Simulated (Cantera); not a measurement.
Input: 1 mol B, 9.3 mol H₂O, a varied amount of NH₃, at 1125 K and 1.00 bar.

Method: chemical equilibrium by Gibbs-energy minimisation in Cantera with the NASA 1993 tables (ideal gas, pure condensed phases). Candidate condensed phases: B, BN, B₂O₃, B₃O₃H₃, H₂O; 39 gas species. Gases not in the tables: H₃BO₃. The numbers say what is thermodynamically allowed, not how fast it happens.

x: gas mole fraction; n: condensed amount in mol.

| n(NH₃) (mol) | x H₂O | x H₂ | x N₂ | x (HBO₂)₃ | n B₂O₃(l) |
|---|---|---|---|---|---|
| 0.85 | 0.698 | 0.253 | 0.0388 | ___ | 0.348 |
| 1.2 | 0.657 | 0.283 | 0.0515 | ___ | 0.353 |
| 1.8 | 0.596 | 0.327 | 0.0700 | ___ | 0.359 |
| 2.6 | 0.530 | 0.373 | 0.0899 | ___ | 0.367 |
| 3.8 | 0.455 | 0.427 | 0.113 | ___ | 0.376 |
| 5.6 | 0.376 | 0.484 | 0.137 | ___ | 0.387 |
| 8.2 | 0.300 | 0.538 | 0.160 | ___ | 0.399 |
| 12 | 0.232 | 0.586 | 0.180 | ___ | 0.410 |
| 17 | 0.178 | 0.624 | 0.196 | ___ | 0.421 |

Q: Complete the blanks.

A: 
- 0.85, x (HBO₂)₃: 0.00917
- 1.2, x (HBO₂)₃: 0.00836
- 1.8, x (HBO₂)₃: 0.00722
- 2.6, x (HBO₂)₃: 0.00607
- 3.8, x (HBO₂)₃: 0.00483
- 5.6, x (HBO₂)₃: 0.00362
- 8.2, x (HBO₂)₃: 0.00258
- 12, x (HBO₂)₃: 0.00175
- 17, x (HBO₂)₃: 0.00118
